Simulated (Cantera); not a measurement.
A perfectly stirred reactor is fed with CH3OH : O2 : N2 = 1 : 1.15 : 4.34 (molar parts), equivalence ratio 1.3, at 10500 Torr; it is adiabatic with a 700 K inlet, and is followed from long to short residence time, starting on the burning branch (τ in s: 0.15, 0.063, 0.027, 0.011, 0.0048, 0.002, 0.00087, 0.00037, 0.00016, 6.6e-05, 2.8e-05, 1.2e-05, 5.1e-06).

Model: GRI-Mech 3.0 (53 species, 325 reactions), integrated in Cantera. GRI-Mech 3.0 was tuned for natural gas; its chemistry of methanol as a main component is partial and can be far from experiment. The pressure lies above the range GRI-Mech 3.0 was tuned for (to about 10 atm).

Problem. What does this change do: pressure from 10500 Torr to 1500 Torr?

Solution. 
```
quantity                                                                          before                               after
------------------------------------------------  --------------------------------------  ----------------------------------
blow-out, bracketed by the residence times tried  burning at 5.10 µs, the shortest tried  burning at 28.0 µs, out at 12.0 µs
x(CH3OH) at τ = 0.150 s                                                          1.09e-7                             3.22e-7
x(O2) at τ = 0.150 s                                                             3.95e-5                            0.000247
x(CH2CO) at τ = 0.150 s                                                          2.12e-9                            9.73e-10
x(N2O) at τ = 0.150 s                                                            3.62e-8                             3.22e-8
x(NO) at τ = 0.150 s                                                            0.000198                            0.000445
x(CH3OH) at τ = 0.870 ms                                                         8.94e-6                             1.65e-5
x(O2) at τ = 0.870 ms                                                           0.000561                             0.00336
x(CH2CO) at τ = 0.870 ms                                                         9.49e-8                             2.15e-8
x(N2O) at τ = 0.870 ms                                                           7.26e-8                             5.64e-8
x(NO) at τ = 0.870 ms                                                           0.000188                            0.000183
```
